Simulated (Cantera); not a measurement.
What does this Cantera script print?

```python
import numpy as np
import cantera as ct

gas_names = """
    CL CL2 H HCL H2 Si SiCL SiCL2 SiCL3 SiCL4 SiH SiHCL3 SiH2 SiH2CL2 SiH3 SiH3CL SiH4 Si2 Si3
""".split()
cond_names = """
    Si(cr) Si(L)
""".split()


# ... load() reads the species with a 1 bar reference pressure and builds the phases ...
atoms = {
    'SiH2Cl2': {'Si': 1, 'H': 2, 'CL': 2},
    'HCl': {'H': 1, 'CL': 1},
    'H2': {'H': 2},
}
top_T = {}  # K; cautious upper limits of use, not melting points


# ... equilibrate(T, P, feed) seeds the gas with the atoms and calls Mixture.equilibrate('TP', solver="vcs", rtol=1e-11, max_steps=5000) ...
results = []
feed = {'SiH2Cl2': 1, 'HCl': 0.23, 'H2': 15}  # mol
T = 1500  # K
P = 13332.2  # Pa
mix = equilibrate(T, P, feed)
results.append((T, P, feed, dict(zip(mix.species_names, mix.species_moles))))
print(gas.report(threshold=1e-05))
for i in range(1, mix.n_phases):
    print(f"{mix.phase(i).name:16s} {mix.phase_moles(i):12.5e} mol")
```

It prints:

```
       temperature   1500 K
          pressure   13332 Pa
           density   0.007664 kg/m^3
  mean mol. weight   7.1694 kg/kmol
   phase of matter   gas

                          1 kg             1 kmol
                     ---------------   ---------------
          enthalpy        3.5247e+06         2.527e+07  J
   internal energy        1.7851e+06        1.2798e+07  J
           entropy             29060        2.0834e+05  J/K
    Gibbs function       -4.0065e+07       -2.8724e+08  J
 heat capacity c_p              4630             33194  J/K
 heat capacity c_v            3470.3             24880  J/K

                      mass frac. Y      mole frac. X     chem. pot. / RT
                     ---------------   ---------------   ---------------
                 H        6.4215e-06        4.5673e-05           -10.363
               HCL           0.39686          0.078041            -37.37
                H2           0.25238           0.89754           -20.726
             SiCL2           0.30087          0.021792             -58.6
             SiCL3          0.030614         0.0016326           -85.607
             SiCL4         0.0092043        0.00038843           -112.61
            SiHCL3         0.0087409        0.00046268            -95.97
           SiH2CL2         0.0012348        8.7652e-05           -79.325
     [  +11 minor]        8.3259e-05        1.1434e-05

Si(cr)            5.80806e-01 mol
```

Cantera equilibrium calculation (NASA polynomials, part measured and part estimated; ideal gas, pure solids and liquids). The tables' values for SiCl3 are old estimates; treat these amounts as uncertain.
